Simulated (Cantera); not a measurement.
An adiabatic, constant-volume homogeneous reactor starts with H2 : O2 : N2 = 1 : 1.11 : 4.18 (molar parts), at 1125 K and 8.19 atm. Integrator tolerance rtol = 1e-08.

Detailed kinetics in Cantera: GRI-Mech 3.0 (53 species, 325 reactions). The hydrogen kinetics of GRI-Mech 3.0 are dated; newer H2 mechanisms differ, most at raised pressure.

Q: What does this change do: N2 4.18 to 3 parts?

A: 
```csv
quantity,before,after
time of steepest temperature rise,0.579 ms,0.502 ms
temperature at 1.00 s,2452 K,2671 K
equilibrium temperature,2452 K,2671 K
x(H2) at 1.00 s,0.000626 (gas-phase equilibrium 0.000626),0.00185 (gas-phase equilibrium 0.00185)
x(O2) at 1.00 s,0.0965 (gas-phase equilibrium 0.0965),0.117 (gas-phase equilibrium 0.117)
x(NO) at 1.00 s,0.0137 (gas-phase equilibrium 0.0137),0.0205 (gas-phase equilibrium 0.0205)
x(O) at 1.00 s,0.000870 (gas-phase equilibrium 0.000870),0.00259 (gas-phase equilibrium 0.00259)
x(N2O) at 1.00 s,2.94e-6 (gas-phase equilibrium 2.94e-6),4.35e-6 (gas-phase equilibrium 4.35e-6)
```

Q: What does this change do: N2 4.18 to 8 parts?

A: 
| quantity | before | after |
|---|---|---|
| time of steepest temperature rise | 0.579 ms | 0.806 ms |
| temperature at 1.00 s | 2452 K | 2012 K |
| equilibrium temperature | 2452 K | 2010 K |
| x(H2) at 1.00 s | 0.000626 (gas-phase equilibrium 0.000626) | 3.55e-5 (gas-phase equilibrium 3.50e-5) |
| x(O2) at 1.00 s | 0.0965 (gas-phase equilibrium 0.0965) | 0.0614 (gas-phase equilibrium 0.0610) |
| x(NO) at 1.00 s | 0.0137 (gas-phase equilibrium 0.0137) | 0.00371 (gas-phase equilibrium 0.00438) |
| x(O) at 1.00 s | 0.000870 (gas-phase equilibrium 0.000870) | 4.88e-5 (gas-phase equilibrium 4.79e-5) |
| x(N2O) at 1.00 s | 2.94e-6 (gas-phase equilibrium 2.94e-6) | 9.52e-7 (gas-phase equilibrium 9.48e-7) |
